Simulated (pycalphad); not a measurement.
CALPHAD calculation (pycalphad, COST 507 light-alloy database (1999)), 1 atm. The data set is of 1999 and partly superseded. Phase fractions are per mole of atoms.

**Question.** Give the equilibrium state of Al-2.64Si-0.63Mn (at.%) at 570 K.

**Answer.** 
```
T = 570.00 K, P = 101325 Pa, N = 1 mol of atoms
G = -19157 J/mol, H = 6285 J/mol, S = 44.64 J/(mol K)  (SER reference)
chemical potentials (J/mol): Al -18617, Si -12833, Mn -128638
phase             fraction      x(Al)      x(Si)      x(Mn)
FCC_A1              0.9423     0.9995    0.00054   1.49e-06
ALMNSI_ALPHA        0.0362     0.7040     0.1221     0.1739
DIAMOND_A4          0.0215   3.46e-10     1.0000       none
```

**Question.** Give the equilibrium state of Al-2.64Si-0.63Mn (at.%) at 890 K.

**Answer.** 
```
T = 890.00 K, P = 101325 Pa, N = 1 mol of atoms
G = -35862 J/mol, H = 19557 J/mol, S = 62.27 J/(mol K)  (SER reference)
chemical potentials (J/mol): Al -35337, Si -32989, Mn -128510
phase             fraction      x(Al)      x(Si)      x(Mn)
FCC_A1              0.7026     0.9917     0.0073     0.0010
LIQUID              0.2700     0.9304     0.0665     0.0030
ALMNSI_ALPHA        0.0274     0.7049     0.1212     0.1739
```

Database names, with the compositions (at.%) that they take in these runs: ALMNSI_ALPHA: Al 70 Mn 17 Si 12. FCC_A1 is fcc; DIAMOND_A4 is diamond (Si). An entry "none" or "no" means that the model of the phase leaves that element out.
